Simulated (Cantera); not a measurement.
## Equilibrium for hydrogen reduction and annealing atmospheres: Fe3O4 + H2 + N2

Feed: 1 mol Fe3O4, 720 mol H2, 44 mol N2, held at 49.0 Pa.

Cantera equilibrium calculation (NASA polynomials, part measured and part estimated; ideal gas, pure solids and liquids). Candidate condensed phases: Fe, FeO, Fe(OH)2, Fe(OH)3, Fe2O3, Fe3O4, H2O; 27 gas species. The numbers say what is thermodynamically allowed, not how fast it happens.

From 700 K to 1100 K the condensed part is Fe(α). From 1200 K to 1600 K the condensed part is Fe(γ).

```json
[
 {"T (K)": "700", "x H2": "0.937", "x N2": "0.0576", "x H2O": "0.00524", "x H": "1.11e-12", "x Fe": "<1e-12", "x NH3": "1.00e-6", "x OH": "<1e-12", "n Fe(α)": "3.00", "n Fe(γ)": "0"},
 {"T (K)": "800", "x H2": "0.937", "x N2": "0.0576", "x H2O": "0.00524", "x H": "1.27e-10", "x Fe": "<1e-12", "x NH3": "3.19e-7", "x OH": "<1e-12", "n Fe(α)": "3.00", "n Fe(γ)": "0"},
 {"T (K)": "900", "x H2": "0.937", "x N2": "0.0576", "x H2O": "0.00524", "x H": "5.11e-9", "x Fe": "<1e-12", "x NH3": "1.29e-7", "x OH": "<1e-12", "n Fe(α)": "3.00", "n Fe(γ)": "0"},
 {"T (K)": "1000", "x H2": "0.937", "x N2": "0.0576", "x H2O": "0.00524", "x H": "9.93e-8", "x Fe": "3.04e-11", "x NH3": "6.21e-8", "x OH": "1.23e-12", "n Fe(α)": "3.00", "n Fe(γ)": "0"},
 {"T (K)": "1100", "x H2": "0.937", "x N2": "0.0576", "x H2O": "0.00524", "x H": "1.13e-6", "x Fe": "2.57e-9", "x NH3": "3.39e-8", "x OH": "2.82e-11", "n Fe(α)": "3.00", "n Fe(γ)": "0"},
 {"T (K)": "1200", "x H2": "0.937", "x N2": "0.0576", "x H2O": "0.00524", "x H": "8.63e-6", "x Fe": "1.01e-7", "x NH3": "2.04e-8", "x OH": "3.85e-10", "n Fe(α)": "0", "n Fe(γ)": "3.00"},
 {"T (K)": "1300", "x H2": "0.937", "x N2": "0.0576", "x H2O": "0.00524", "x H": "4.84e-5", "x Fe": "2.23e-6", "x NH3": "1.32e-8", "x OH": "3.53e-9", "n Fe(α)": "0", "n Fe(γ)": "3.00"},
 {"T (K)": "1400", "x H2": "0.937", "x N2": "0.0576", "x H2O": "0.00523", "x H": "0.000213", "x Fe": "3.13e-5", "x NH3": "9.12e-9", "x OH": "2.36e-8", "n Fe(α)": "0", "n Fe(γ)": "2.98"},
 {"T (K)": "1500", "x H2": "0.936", "x N2": "0.0576", "x H2O": "0.00523", "x H": "0.000769", "x Fe": "0.000306", "x NH3": "6.59e-9", "x OH": "1.23e-7", "n Fe(α)": "0", "n Fe(γ)": "2.77"},
 {"T (K)": "1600", "x H2": "0.933", "x N2": "0.0574", "x H2O": "0.00522", "x H": "0.00237", "x Fe": "0.00224", "x NH3": "4.94e-9", "x OH": "5.20e-7", "n Fe(α)": "0", "n Fe(γ)": "1.28"}
]
```
x: gas mole fraction; n: condensed amount in mol.
